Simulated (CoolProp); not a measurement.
Vapour-liquid equilibrium of R143a (1) + R236FA (2) at 290.3 K; x and y are mole fractions of (1).

The numbers come from the multi-fluid Helmholtz-energy mixture model, Lemmon and Jacobsen 2000 and Pan 2012; pair parameters Bell 2016 in CoolProp.

```
x      bubble pressure, mixture model (kPa)  bubble pressure, Raoult's law (kPa)  y, mixture model  y, Raoult's law
-----  ------------------------------------  -----------------------------------  ----------------  ---------------
0.05                                  239.3                                248.3        (withheld)            0.206
0.125                            (withheld)                                309.4             0.351            0.413
0.2                                   340.6                                370.6             0.487            0.552
0.275                                 394.6                                431.7             0.591            0.652
0.35                             (withheld)                                492.8        (withheld)            0.726
0.425                                 509.0                                554.0             0.738            0.785
0.5                                   569.3                                615.1             0.793            0.831
0.575                                 631.6                                676.3             0.838            0.870
0.65                                  695.9                                737.4        (withheld)            0.902
0.725                                 762.1                                798.6        (withheld)            0.929
0.8                                   830.3                                859.7             0.938            0.952
0.875                                 900.6                                920.9             0.963            0.972
0.95                             (withheld)                                982.0             0.986            0.989
```

Problem. Complete the blanks.

Solution. 
- 0.05, y, mixture model: 0.165
- 0.125, bubble pressure, mixture model (kPa): 288.8
- 0.35, bubble pressure, mixture model (kPa): 450.7
- 0.35, y, mixture model: 0.673
- 0.65, y, mixture model: 0.876
- 0.725, y, mixture model: 0.909
- 0.95, bubble pressure, mixture model (kPa): 973.1

The largest gap from Raoult's law is -8.6 % in bubble pressure, at x = 0.275. No azeotrope shows between x = 0.05 and 0.95.

The pair parameters rest on a limited set of measurements; away from them the model extrapolates.
